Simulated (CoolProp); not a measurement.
Saturation properties of dimethyl ether (Tc = 127.2 °C, pc = 5337 kPa, ω = 0.196).

Values from CoolProp's reference Helmholtz-energy equation of state, Wu 2011.

```
T (°C)  p (kPa)  vapour Z  liquid viscosity (µPa s)
------  -------  --------  ------------------------
3.25          …    0.9244                       155
7.75      346.9         …                       149
12.25     401.3    0.9081                       143
16.65     460.4    0.8995                       138
21.15         …    0.8901                       132
25.65     601.4         …                       127
30.05     681.0    0.8699                       123
34.55     770.3         …                       118
39.05     868.0    0.8471                       114
43.55     974.6    0.8348                       109
47.95      1088    0.8222                         …
52.45      1213    0.8086                       101
56.95      1349    0.7942                         …
61.35      1493    0.7794                      93.7
65.85      1651    0.7635                         …
```

Q: Complete the blanks.

A: 
- 3.25, p (kPa): 298.4
- 7.75, vapour Z: 0.9165
- 21.15, p (kPa): 527.3
- 25.65, vapour Z: 0.8801
- 34.55, vapour Z: 0.8588
- 47.95, liquid viscosity (µPa s): 105
- 56.95, liquid viscosity (µPa s): 97.5
- 65.85, liquid viscosity (µPa s): 90.0

It boils at -24.8 °C under 1 atm.

Viscosity comes from a separate model (Meng 2012).
